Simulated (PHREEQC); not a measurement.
## City or well water

Synthetic water in mmol/kgw, 65 °C, pH 6.84, pe 11.3:

```json
[
 {"constituent": "Na", "mmol/kgw": "8.29"},
 {"constituent": "K", "mmol/kgw": "2.08"},
 {"constituent": "Ca", "mmol/kgw": "0.459"},
 {"constituent": "Mg", "mmol/kgw": "0.313"},
 {"constituent": "Cl", "mmol/kgw": "2.64"},
 {"constituent": "S(6)", "mmol/kgw": "1.72"},
 {"constituent": "Alkalinity (meq/kgw)", "mmol/kgw": "3.53"},
 {"constituent": "Pb", "mmol/kgw": "0.339"}
]
```

Na is adjusted to close the charge balance.
Valence states are taken as typed.

All values are PHREEQC results (ion-association model, phreeqc.dat), not measurements.

Precipitation was switched off in this run.

What ionic strength, specific conductance does the model give?

ionic strength 0.0108 mol/kgw; specific conductance 1970 µS/cm.

In which forms is C present?

HCO3- 73 %, CO2 19 %, PbCO3 7.0 %, PbHCO3+ 0.7 % of the C.

Saturation is exceeded, for instance for Cerussite, Pb(OH)2; the values hold only as long as no solid forms. Away from 25 °C the constants follow the database's enthalpies or fits; those with neither stay at their 25 °C values.
